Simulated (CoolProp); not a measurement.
Nitrous oxide along the isotherm 60.35 °C: Z from the reference equation and from simpler models built on Tc = 36.4 °C, pc = 7.245 MPa, ω = 0.161; each cubic takes its own stable root.

Computed with CoolProp (reference Helmholtz-energy equation of state, Lemmon 2006). It is a short technical equation, of lower accuracy than the large ones.

```tsv
p (MPa)	phase	reference	van der Waals	Redlich-Kwong	Soave-Redlich-Kwong	Peng-Robinson
0.0344	gas	0.9987	0.9988	0.9987	0.9987	0.9986
0.0504	gas	0.9981	0.9983	0.9981	0.9981	0.9979
0.074	gas	0.9972	0.9975	0.9972	0.9973	0.9969
0.109	gas	0.9959	0.9963	0.9959	0.9960	0.9954
0.16	gas	0.9940	0.9945	0.9939	0.9941	0.9933
0.234	gas	0.9912	0.9920	0.9911	0.9913	0.9902
0.344	gas	0.9870	0.9881	0.9869	0.9872	0.9855
0.504	gas	0.9809	0.9826	0.9807	0.9812	0.9787
0.74	gas	0.9717	(withheld)	0.9715	0.9723	0.9687
1.09	gas	0.9581	0.9616	0.9578	0.9588	0.9536
1.6	gas	0.9378	0.9428	0.9373	0.9389	(withheld)
2.34	gas	0.9074	0.9144	0.9066	0.9092	0.8982
3.44	gas	0.8599	0.8691	0.8587	0.8629	0.8471
5.04	gas	0.7845	0.7950	0.7827	0.7899	0.7680
7.4	supercritical	0.6529	0.6535	0.6495	0.6651	0.6362
10.9	supercritical	0.4025	0.4076	0.4163	(withheld)	0.4225
```

### Question
What belongs in the gaps?

### Answer

- 0.74, van der Waals: 0.9742
- 1.6, Peng-Robinson: 0.9313
- 10.9, Soave-Redlich-Kwong: 0.4510
